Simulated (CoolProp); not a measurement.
Vapour-liquid equilibrium of R1234yf (1) + R152A (2) at 547 kPa; x and y are mole fractions of (1).

The numbers come from the multi-fluid Helmholtz-energy mixture model, Lemmon 2022 and Outcalt 1996; pair parameters Bell 2023 in CoolProp.

```json
[
 {"x": "0.05", "bubble temperature, mixture model (K)": "294.4", "bubble temperature, Raoult's law (K)": "295.0", "y, mixture model": "0.070", "y, Raoult's law": "0.057"},
 {"x": "0.15", "bubble temperature, mixture model (K)": "293.1", "bubble temperature, Raoult's law (K)": "294.5", "y, mixture model": "0.191", "y, Raoult's law": "0.169"},
 {"x": "0.25", "bubble temperature, mixture model (K)": "292.1", "bubble temperature, Raoult's law (K)": "294.0", "y, mixture model": "0.296", "y, Raoult's law": "0.277"},
 {"x": "0.35", "bubble temperature, mixture model (K)": "291.3", "bubble temperature, Raoult's law (K)": "293.5", "y, mixture model": "0.391", "y, Raoult's law": "0.383"},
 {"x": "0.45", "bubble temperature, mixture model (K)": "290.8", "bubble temperature, Raoult's law (K)": "293.1", "y, mixture model": "0.481", "y, Raoult's law": "0.486"},
 {"x": "0.55", "bubble temperature, mixture model (K)": "290.5", "bubble temperature, Raoult's law (K)": "292.6", "y, mixture model": "0.569", "y, Raoult's law": "0.585"},
 {"x": "0.65", "bubble temperature, mixture model (K)": "290.3", "bubble temperature, Raoult's law (K)": "292.1", "y, mixture model": "0.659", "y, Raoult's law": "0.682"},
 {"x": "0.75", "bubble temperature, mixture model (K)": "290.2", "bubble temperature, Raoult's law (K)": "291.6", "y, mixture model": "0.751", "y, Raoult's law": "0.776"},
 {"x": "0.85", "bubble temperature, mixture model (K)": "290.2", "bubble temperature, Raoult's law (K)": "291.2", "y, mixture model": "0.847", "y, Raoult's law": "0.868"},
 {"x": "0.95", "bubble temperature, mixture model (K)": "290.4", "bubble temperature, Raoult's law (K)": "290.7", "y, mixture model": "0.948", "y, Raoult's law": "0.957"}
]
```

The largest gap from Raoult's law is -2.3 K in bubble temperature, at x = 0.45. y crosses x between x = 0.75 and 0.85: the model has an azeotrope there.

Pair parameters are fitted to limited data, so mixtures are less certain than the pure fluids.
